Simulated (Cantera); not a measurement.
An adiabatic, constant-volume homogeneous reactor starts with 12.8 % CH4, 18.3 % O2, 68.8 % N2, equivalence ratio 1.4, at 1225 K and 590000 Pa.

Model: GRI-Mech 3.0 (53 species, 325 reactions), integrated in Cantera.

Task: Predict: time of steepest temperature rise; temperature at 0.100 s; equilibrium temperature; x(O2) at 0.100 s; x(NO2) at 0.100 s; x(N2O) at 0.100 s.

Result: 
```json
{
  "time_of_steepest_temperature_rise": "6.90 ms",
  "temperature at 0.100 s": "2954 K",
  "equilibrium_temperature": "2954 K",
  "x(O2) at 0.100 s": "0.000891 (gas-phase equilibrium 0.000891)",
  "x(NO2) at 0.100 s": "4.04e-7 (gas-phase equilibrium 4.04e-7)",
  "x(N2O) at 0.100 s": "5.25e-7 (gas-phase equilibrium 5.25e-7)"
}
```
